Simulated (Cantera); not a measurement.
Feed: 1 mol Si2Cl6, 39 mol NH3, held at 67.0 mbar.

Method: chemical equilibrium by Gibbs-energy minimisation in Cantera with the NASA 1993 tables (ideal gas, pure condensed phases). Candidate condensed phases: NH4Cl, Si, Si3N4; 28 gas species. The feed counts by its element totals alone. Gases not in the tables: Si2H6 and higher silanes. Kinetics and transport are ignored.

Question: What share of the Si ends up in condensed phases as a function of T (K), at 823, 923, 1023, 1123, 1223, 1323, 1423, 1523, 1623, 1723, 1823, 1923, 2023, 2123?

Answer: 
```tsv
T (K)	Si condensed (%)	as
823	99.8	Si3N4(s)
923	99.9	Si3N4(s)
1023	99.9	Si3N4(s)
1123	99.9	Si3N4(s)
1223	99.9	Si3N4(s)
1323	99.8	Si3N4(s)
1423	99.2	Si3N4(s)
1523	96.9	Si3N4(s)
1623	90.4	Si3N4(s)
1723	76.9	Si3N4(s)
1823	56.6	Si3N4(s)
1923	55.0	Si(l)
2023	54.1	Si(l)
2123	47.0	Si(l)
```
